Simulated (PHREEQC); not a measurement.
**Arsenic or selenium liquor: speciation**

A solution holds 0.056 mol Na2SeO3, 0.13 mol NH3 and 4.2e-05 mol CaCl2 per kg of water, at 25 °C. Closed to the air; pH follows from the charge balance.

Equilibrium calculation in PHREEQC: ion-association model, wateq4f.dat.

```json
{
  "pH": "11.17",
  "ionic_strength": "0.170 mol/kgw",
  "total_alkalinity": "130 meq/kg"
}
```

```csv
species,molality,activity,log γ
NH3,0.128,0.128,0.000
Na+,0.112,0.0843,-0.124
SeO3-2,0.0559,0.0180,-0.492
OH-,0.00206,0.00148,-0.143
NH4+,0.00200,0.00151,-0.123
Cl-,8.40e-5,6.08e-5,-0.140
HSeO3-,5.09e-5,3.84e-5,-0.123
Ca+2,4.16e-5,1.40e-5,-0.474
CaOH+,4.48e-7,3.43e-7,-0.116
```

This is a speciation only: nothing precipitates in the calculation.
